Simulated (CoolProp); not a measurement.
CF4 (R14) at several states: density (kg/m³) from the reference equation and from simpler models built on Tc = -45.8 °C, pc = 3762 kPa, ω = 0.178; each cubic takes its own stable root.

Values from CoolProp's reference Helmholtz-energy equation of state, Platzer 1990. This equation is an older, rougher fit; its heat capacities, sound speeds and derivatives of the liquid may be far off and weren't checked against measurements.

| T (°C) | p (kPa) | phase | reference | Soave-Redlich-Kwong | Peng-Robinson |
|---|---|---|---|---|---|
| 52.65 | 9000 | supercritical | [?] | [?] | [?] |
| 90.65 | 1270 | gas | 37.70 | 37.59 | 37.86 |
| -134.75 | 3050 | liquid | [?] | [?] | 1828 |
| 10.25 | 142 | gas | 5.337 | 5.336 | 5.342 |
| 5.55 | 202 | gas | 7.745 | 7.742 | 7.755 |

Task: Some entries are withheld; supply them.

Result: 
- 52.65, reference: 360.9
- 52.65, Soave-Redlich-Kwong: 347.4
- 52.65, Peng-Robinson: 364.3
- -134.75, reference: 1648
- -134.75, Soave-Redlich-Kwong: 1621
